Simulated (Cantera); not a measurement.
Feed: 1 mol C₃H₈, 4.1 mol CO₂, equilibrated at 1000 K and 133 Pa.

These are equilibrium values from Cantera (NASA tables, ideal gas, pure condensed phases), not measurements of a reactor. Candidate condensed phases: C, C₆H₆, C₇H₈, C₈H₁₈, H₂O; 110 gas species. Kinetics and transport are ignored.

Base state: CO 0.569, H₂ 0.332, CO₂ 0.0705, H₂O 0.0286 (mole fractions); condensed: gas only.

Task: What changes in the equilibrium state with this change: temperature from 1000 K to 2275 K?

Result: 
```
species   before    after
-------  -------  -------
CO         0.569    0.574
H₂         0.332    0.223
H        3.58e-8    0.110
CO₂       0.0705   0.0276
H₂O       0.0286   0.0592
OH         <1e-9  0.00454
O          <1e-9  0.00153
```
